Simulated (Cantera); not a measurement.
A Cantera script and its output.

```python
import numpy as np
import cantera as ct

gas = ct.Solution("h2o2.yaml")
gas.TPX = 423, 500000, {'H2': 1, 'O2': 0.294, 'N2': 1.18, 'H2O': 0.41}
flame = ct.FreeFlame(gas, width=0.013)
flame.set_refine_criteria(ratio=3, slope=0.08, curve=0.16)
flame.transport_model = "mixture-averaged"
flame.solve(loglevel=0, auto=True)
z, T = flame.grid, flame.T
thick = (T[-1] - T[0]) / np.gradient(T, z).max()
show = ['H2', 'O2', 'H2O', 'O', 'H', 'HO2']
print(f"laminar burning velocity  {flame.velocity[0] * 100:.3f} cm/s")
print(f"burnt temperature         {T[-1]:.1f} K")
print(f"thermal thickness         {thick * 1e3:.4f} mm")
print(f"grid points               {len(z)}")
z0 = z[flame.heat_release_rate.argmax()]
print(f"{'z/mm':>9s}{'T/K':>9s}{'u/(m/s)':>9s}" + "".join(f"{s:>11s}" for s in show))
rows = []
for k in (-3, -2, -1.5, -1, -0.5, -0.25, 0, 0.25, 0.5, 1, 2, 4, 8):
    zz = z0 + k * thick
    rows.append([k * thick, np.interp(zz, z, T), np.interp(zz, z, flame.velocity),
                 *(np.interp(zz, z, flame.X[gas.species_index(s)]) for s in show)])
    print(f"{rows[-1][0] * 1e3:9.3f}{rows[-1][1]:9.1f}{rows[-1][2]:9.3f}" + "".join(f"{x:11.3e}" for x in rows[-1][3:]))
```

Result:

```
laminar burning velocity  238.210 cm/s
burnt temperature         1937.9 K
thermal thickness         0.0523 mm
grid points               109
     z/mm      T/K  u/(m/s)         H2         O2        H2O          O          H        HO2
   -0.157    423.1    2.382  3.465e-01  1.020e-01  1.422e-01  1.438e-10  6.776e-14  1.169e-08
   -0.105    423.6    2.381  3.455e-01  1.021e-01  1.425e-01  1.716e-09  8.352e-13  1.609e-07
   -0.078    425.0    2.383  3.437e-01  1.024e-01  1.430e-01  7.660e-09  4.215e-12  8.192e-07
   -0.052    436.3    2.423  3.360e-01  1.035e-01  1.452e-01  8.042e-08  1.681e-10  1.308e-05
   -0.026    584.8    3.121  3.010e-01  1.038e-01  1.631e-01  5.283e-06  1.008e-05  6.219e-04
   -0.013    895.6    4.655  2.630e-01  9.039e-02  2.027e-01  9.808e-05  8.972e-04  1.089e-03
    0.000   1249.8    6.404  2.206e-01  6.430e-02  2.605e-01  5.016e-04  5.589e-03  5.006e-04
    0.013   1492.6    7.610  1.850e-01  3.695e-02  3.131e-01  8.514e-04  1.216e-02  2.262e-04
    0.026   1631.6    8.303  1.628e-01  1.821e-02  3.476e-01  7.648e-04  1.640e-02  9.975e-05
    0.052   1752.1    8.895  1.478e-01  4.140e-03  3.741e-01  3.917e-04  1.716e-02  2.083e-05
    0.105   1829.8    9.258  1.464e-01  4.731e-04  3.827e-01  1.609e-04  1.255e-02  2.515e-06
    0.209   1880.2    9.485  1.488e-01  8.281e-05  3.855e-01  5.687e-05  7.384e-03  5.505e-07
    0.418   1909.7    9.615  1.505e-01  2.338e-05  3.870e-01  1.676e-05  3.937e-03  1.599e-07
```

Detailed kinetics in Cantera: the H2/O2 subset of GRI-Mech 3.0, which has no nitrogen chemistry. The hydrogen kinetics of GRI-Mech 3.0 are dated; newer H2 mechanisms differ, most at raised pressure. Burning velocities carry a grid error of a few per cent, more on coarse grids.
